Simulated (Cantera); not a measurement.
Feed: 1 mol B, 7.2 mol O2, at 0.220 bar.

Cantera equilibrium calculation (NASA polynomials, part measured and part estimated; ideal gas, pure solids and liquids). Candidate condensed phases: B, B2O3; 10 gas species. The numbers say what is thermodynamically allowed, not how fast it happens.

x: gas mole fraction; n: condensed amount in mol.

```json
[
 {"T (K)": "1373", "x O2": "1.000", "x B2O3": "5.69e-6", "x BO2": "2.99e-6", "x O": "1.31e-6", "n B2O3(l)": "0.500"},
 {"T (K)": "1523", "x O2": "1.000", "x B2O3": "0.000157", "x BO2": "5.06e-5", "x O": "1.18e-5", "n B2O3(l)": "0.499"},
 {"T (K)": "1673", "x O2": "0.997", "x B2O3": "(withheld)", "x BO2": "(withheld)", "x O": "(withheld)", "n B2O3(l)": "0.483"},
 {"T (K)": "1823", "x O2": "0.975", "x B2O3": "0.0214", "x BO2": "0.00343", "x O": "0.000318", "n B2O3(l)": "0.347"},
 {"T (K)": "1973", "x O2": "0.921", "x B2O3": "0.0658", "x BO2": "(withheld)", "x O": "(withheld)", "n B2O3(l)": "0"},
 {"T (K)": "2123", "x O2": "0.915", "x B2O3": "0.0613", "x BO2": "0.0203", "x O": "0.00332", "n B2O3(l)": "0"},
 {"T (K)": "2273", "x O2": "0.904", "x B2O3": "0.0551", "x BO2": "0.0318", "x O": "0.00859", "n B2O3(l)": "0"},
 {"T (K)": "2423", "x O2": "0.887", "x B2O3": "0.0473", "x BO2": "0.0458", "x O": "0.0197", "n B2O3(l)": "0"}
]
```

Q: Some entries are withheld; supply them.

A: 
- 1973, x BO2: 0.0117
- 1973, x O: 0.00111
- 1673, x B2O3: 0.00231
- 1673, x BO2: 0.000508
- 1673, x O: 7.12e-5
